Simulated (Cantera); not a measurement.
Input: 1 mol c-C₄F₈, 0.89 mol HCl, 1.6 mol H₂, 0.076 mol CH₄, at 1623 K and 5.00 Pa.

Equilibrium computed with Cantera from the NASA thermochemical tables; the gas is ideal and each condensed phase is pure. Candidate condensed phases: C, C₆H₆, C₇H₈, C₈H₁₈; 118 gas species. The feed counts by its element totals alone. Gases not in the tables: C₂F₆ and larger saturated fluorocarbons. Kinetics and transport are ignored.

Base state: HF 0.699, Cl 0.141, CF₄ 0.134, F 0.0137, CF₂ 0.0120, HCl 0.000567, CF₃ 0.000327, Cl₂ 6.28e-5 (mole fractions); condensed: C(graphite).

What changes in the equilibrium state with this change: c-C₄F₈ replaced by CH₃F?


```json
[
 {"species": "H₂", "before": "<1e-9", "after": "0.587"},
 {"species": "HF", "before": "0.699", "after": "0.214"},
 {"species": "HCl", "before": "0.000567", "after": "0.189"},
 {"species": "CF₄", "before": "0.134", "after": "<1e-9"},
 {"species": "CF₂", "before": "0.0120", "after": "<1e-9"},
 {"species": "F", "before": "0.0137", "after": "1.71e-7"},
 {"species": "Cl", "before": "0.141", "after": "0.00190"},
 {"species": "CF₃", "before": "0.000327", "after": "<1e-9"},
 {"species": "H", "before": "3.03e-7", "after": "0.00749"},
 {"species": "C₂H₂ (acetylene)", "before": "<1e-9", "after": "2.05e-5"},
 {"species": "C(graphite), mol", "before": "3.16", "after": "1.08"}
]
```

What changes in the equilibrium state with this change: temperature from 1623 K to 2523.15 K?


| species | before | after |
|---|---|---|
| HF | 0.699 | 0.430 |
| F | 0.0137 | 0.404 |
| Cl | 0.141 | 0.0942 |
| CF₄ | 0.134 | <1e-9 |
| C₃ | <1e-9 | 0.0142 |
| H | 3.03e-7 | 0.0365 |
| CF | 6.28e-6 | 0.0142 |
| CF₂ | 0.0120 | 0.000791 |
| C | <1e-9 | 0.00456 |
| C₂ | <1e-9 | 0.00131 |
| H₂ | <1e-9 | 8.60e-5 |
| C(graphite), mol | 3.16 | 3.46 |
